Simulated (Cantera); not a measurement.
A Cantera script and its output.

```python
import numpy as np
import cantera as ct

gas = ct.Solution("h2o2.yaml")
gas.TPX = 1748, 160000, {'H2': 1, 'O2': 0.833, 'N2': 5.1}
reactor = ct.IdealGasConstPressureReactor(gas, energy="on", clone=False)
net = ct.ReactorNet([reactor])
net.rtol, net.atol = 1e-08, 1e-16
show = ['H2', 'O2', 'OH', 'HO2', 'H2O2']
times = np.geomspace(2e-06, 3, 15)

steps = ct.SolutionArray(gas, extra=["t"])
rows = []
print(f"{'t/s':>10s}{'T/K':>9s}{'P/Pa':>11s}" + "".join(f"{s:>11s}" for s in show))
for t in times:
    while net.time < t:
        t_next = net.step()
        steps.append(gas.state, t=t_next)
    rows.append([np.interp(t, steps.t, y) for y in (steps.T, steps.P, *steps(*show).X.T)])
    print(f"{t:10.3e}{rows[-1][0]:9.1f}{rows[-1][1]:11.4g}" + "".join(f"{x:11.3e}" for x in rows[-1][2:]))
rate = np.gradient(steps.T, steps.t)
print("integrator steps:", len(steps.t))
if steps.T.max() > steps.T[0] + 200:
    print(f"time of steepest temperature rise: {steps.t[rate.argmax()]:.4e} s")
gas.TPX = 1748, 160000, {'H2': 1, 'O2': 0.833, 'N2': 5.1}
gas.equilibrate("HP")
print(f"equilibrium (HP): T = {gas.T:.1f} K  " + "  ".join(f"{s} {gas[s].X[0]:.3e}" for s in show))
```

Result:

```
       t/s      T/K       P/Pa         H2         O2         OH        HO2       H2O2
 2.000e-06   1748.0    1.6e+05  1.442e-01  1.201e-01  1.097e-05  4.919e-06  7.840e-08
 5.523e-06   1773.1    1.6e+05  8.437e-02  9.129e-02  8.318e-03  3.276e-05  6.895e-07
 1.525e-05   2047.3    1.6e+05  1.997e-02  5.113e-02  1.884e-02  1.710e-05  5.052e-07
 4.212e-05   2325.4    1.6e+05  1.473e-02  4.892e-02  2.050e-02  9.506e-06  2.621e-07
 1.163e-04   2537.8    1.6e+05  7.822e-03  4.829e-02  1.740e-02  7.283e-06  2.497e-07
 3.212e-04   2606.3    1.6e+05  5.043e-03  4.851e-02  1.470e-02  8.265e-06  3.410e-07
 8.870e-04   2607.8    1.6e+05  4.979e-03  4.852e-02  1.463e-02  8.304e-06  3.445e-07
 2.449e-03   2607.8    1.6e+05  4.979e-03  4.852e-02  1.463e-02  8.304e-06  3.445e-07
 6.764e-03   2607.8    1.6e+05  4.979e-03  4.852e-02  1.463e-02  8.304e-06  3.445e-07
 1.868e-02   2607.8    1.6e+05  4.979e-03  4.852e-02  1.463e-02  8.304e-06  3.445e-07
 5.159e-02   2607.8    1.6e+05  4.979e-03  4.852e-02  1.463e-02  8.304e-06  3.445e-07
 1.425e-01   2607.8    1.6e+05  4.979e-03  4.852e-02  1.463e-02  8.304e-06  3.445e-07
 3.934e-01   2607.8    1.6e+05  4.979e-03  4.852e-02  1.463e-02  8.304e-06  3.445e-07
 1.086e+00   2607.8    1.6e+05  4.979e-03  4.852e-02  1.463e-02  8.304e-06  3.445e-07
 3.000e+00   2607.8    1.6e+05  4.979e-03  4.852e-02  1.463e-02  8.304e-06  3.445e-07
integrator steps: 986
time of steepest temperature rise: 6.1818e-06 s
equilibrium (HP): T = 2607.8 K  H2 4.979e-03  O2 4.852e-02  OH 1.463e-02  HO2 8.304e-06  H2O2 3.445e-07
```

Model: the H2/O2 subset of GRI-Mech 3.0, which has no nitrogen chemistry, integrated in Cantera.
